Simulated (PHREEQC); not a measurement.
Make-up at 25 °C: 0.098 mol/kgw Cu(NO3)2, 0.00012 mol/kgw HNO3 and 0.061 mol/kgw H3BO3. Closed to the air; pH follows from the charge balance.

Model: ion-association model, phreeqc.dat, run in PHREEQC.

### Question
The ionic strength comes out as 0.294 mol/kgw. What activity coefficients do Cu+2, Cu2(OH)2+2, NO3-, H+, CuOH+ get?

### Answer
Cu+2 0.29, Cu2(OH)2+2 0.29, NO3- 0.66, H+ 0.78, CuOH+ 0.69.

This is a speciation only: nothing precipitates in the calculation. Complexes and solids missing from the database can't appear.
